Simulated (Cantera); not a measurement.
Cantera run:

```python
import numpy as np
import cantera as ct

gas_names = [...]  # 105 gases of nasa_gas.yaml made of C, H, N, Si
cond_names = """
    C(gr) C6H6(L) C7H8(L) C8H18(L),n-octa Si(cr) Si(L) SiC(b) Si3N4(a)
""".split()


# ... load() reads the species with a 1 bar reference pressure and builds the phases ...
atoms = {
    'Si3N4': {'Si': 3, 'N': 4},
    'C': {'C': 1},
    'H2': {'H': 2},
}
top_T = {'C(gr)': 4500, 'SiC(b)': 3050, 'Si3N4(a)': 2400}  # K; cautious upper limits of use, not melting points


# ... equilibrate(T, P, feed) seeds the gas with the atoms and calls Mixture.equilibrate('TP', solver="vcs", rtol=1e-11, max_steps=5000) ...
results = []
feed = {'Si3N4': 1, 'C': 0.028, 'H2': 0.97}  # mol
P = 9.3  # Pa
for T in [2223, 2323, 2423, 2523, 2623, 2723, 2823, 2923, 3023]:
    mix = equilibrate(T, P, feed)
    results.append((T, P, feed, dict(zip(mix.species_names, mix.species_moles))))
    x = sorted(zip(gas.X, gas.species_names), reverse=True)
    print(f"T = {T:g} K  P = {P:g} Pa  gas = {mix.phase_moles(0):.4g} mol")
    print("   x: " + "  ".join(f"{s} {v:.3e}" for v, s in x if v > 0.0001))
    print("   condensed (mol): " + ("  ".join(f"{mix.phase(i).name} {mix.phase_moles(i):.4g}"
          for i in range(1, mix.n_phases) if mix.phase_moles(i) > 1e-12) or "none"))
```

Output:

```
T = 2223 K  P = 9.3 Pa  gas = 6.494 mol
   x: Si 4.540e-01  N2 3.075e-01  H 1.687e-01  H2 6.451e-02  Si2C 2.541e-03  Si2 6.979e-04  SiC2 5.814e-04  HCN 5.051e-04  SiH 4.707e-04  SiN 3.919e-04
   condensed (mol): none
T = 2323 K  P = 9.3 Pa  gas = 6.681 mol
   x: Si 4.443e-01  N2 2.988e-01  H 2.162e-01  H2 3.664e-02  Si2C 1.177e-03  SiC2 1.090e-03  HCN 5.894e-04  Si2 3.237e-04  SiN 3.147e-04  SiH 2.893e-04  CN 1.536e-04
   condensed (mol): none
T = 2423 K  P = 9.3 Pa  gas = 6.81 mol
   x: Si 4.375e-01  N2 2.931e-01  H 2.478e-01  H2 1.817e-02  SiC2 1.301e-03  HCN 5.088e-04  Si2C 4.785e-04  CN 3.591e-04  SiN 2.594e-04  SiH 1.695e-04  Si2 1.612e-04
   condensed (mol): none
T = 2523 K  P = 9.3 Pa  gas = 6.882 mol
   x: Si 4.338e-01  N2 2.900e-01  H 2.645e-01  H2 8.426e-03  SiC2 1.223e-03  CN 7.015e-04  HCN 3.738e-04  C 2.469e-04  SiN 2.192e-04  Si2C 1.882e-04
   condensed (mol): none
T = 2623 K  P = 9.3 Pa  gas = 6.919 mol
   x: Si 4.322e-01  N2 2.882e-01  H 2.723e-01  H2 3.886e-03  CN 1.143e-03  SiC2 8.885e-04  C 6.744e-04  HCN 2.391e-04  SiN 1.889e-04
   condensed (mol): none
T = 2723 K  P = 9.3 Pa  gas = 6.941 mol
   x: Si 4.314e-01  N2 2.872e-01  H 2.756e-01  H2 1.842e-03  CN 1.466e-03  C 1.395e-03  SiC2 4.401e-04  SiN 1.651e-04  HCN 1.271e-04  N 1.083e-04
   condensed (mol): none
T = 2823 K  P = 9.3 Pa  gas = 6.954 mol
   x: Si 4.311e-01  N2 2.867e-01  H 2.771e-01  C 2.142e-03  CN 1.446e-03  H2 9.084e-04  N 2.300e-04  SiN 1.459e-04  SiC2 1.401e-04
   condensed (mol): none
T = 2923 K  P = 9.3 Pa  gas = 6.961 mol
   x: Si 4.308e-01  N2 2.864e-01  H 2.777e-01  C 2.680e-03  CN 1.198e-03  H2 4.674e-04  N 4.643e-04  SiN 1.302e-04
   condensed (mol): none
T = 3023 K  P = 9.3 Pa  gas = 6.965 mol
   x: Si 4.306e-01  N2 2.862e-01  H 2.780e-01  C 3.042e-03  CN 9.258e-04  N 8.950e-04  H2 2.506e-04  SiN 1.171e-04
   condensed (mol): none
```

Equilibrium computed with Cantera from the NASA thermochemical tables; the gas is ideal and each condensed phase is pure. The tables' values for SiN are old estimates; treat these amounts as uncertain.
